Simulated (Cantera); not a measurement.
A freely propagating, adiabatic, planar premixed flame of CH4 : C2H6 : C3H8 : O2 : N2 = 1 : 0.36 : 0.063 : 3.89 : 14.6 (molar parts), equivalence ratio 0.92, unburnt at 448 K and 100000 Pa; mixture-averaged transport, grid criteria slope 0.08 and curve 0.16, no radiation.

Detailed kinetics in Cantera: GRI-Mech 3.0 (53 species, 325 reactions). Burning velocities carry a grid error of a few per cent, more on coarse grids.

Question: What does this change do: inlet temperature 448 to 300 K?

Answer: 
```json
[
 {"quantity": "laminar burning velocity", "before": "74.4 cm/s", "after": "37.9 cm/s"},
 {"quantity": "thermal thickness", "before": "0.365 mm", "after": "0.426 mm"},
 {"quantity": "peak x(H2)", "before": "0.0170", "after": "0.0149"},
 {"quantity": "peak x(H2O2)", "before": "3.56e-5", "after": "5.02e-5"}
]
```

Question: What does this change do: inlet temperature 448 to 700 K?

Answer: 
| quantity | before | after |
|---|---|---|
| laminar burning velocity | 74.4 cm/s | 180 cm/s |
| thermal thickness | 0.365 mm | 0.294 mm |
| peak x(H2) | 0.0170 | 0.0209 |
| peak x(H2O2) | 3.56e-5 | 2.36e-5 |
